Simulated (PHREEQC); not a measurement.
Leach liquor: speciation

Make-up at 25 °C: 0.009 mol/kgw H2SO4, 0.28 mol/kgw FeSO4 and 0.63 mol/kgw MnSO4. Closed to the air; pH follows from the charge balance.

The numbers come from PHREEQC with the Pitzer model, pitzer.dat.

```json
{
  "pH": "2.68",
  "ionic_strength": "3.64 mol/kgw",
  "activity_of_water": "0.984",
  "density": "1.127 g/cm³",
  "osmotic_coefficient": "0.500",
  "total_alkalinity": "-18.0 meq/kg"
}
```

| species | molality | activity | log γ |
|---|---|---|---|
| SO4-2 | 0.905 | 0.0235 | -1.586 |
| Mn+2 | 0.630 | 0.0606 | -1.017 |
| Fe+2 | 0.280 | 0.0312 | -0.954 |
| HSO4- | 0.0135 | 0.00471 | -0.459 |
| H+ | 0.00445 | 0.00211 | -0.325 |

Precipitation was switched off in this run. In brines, pH and single-ion activities rest on the MacInnes convention.
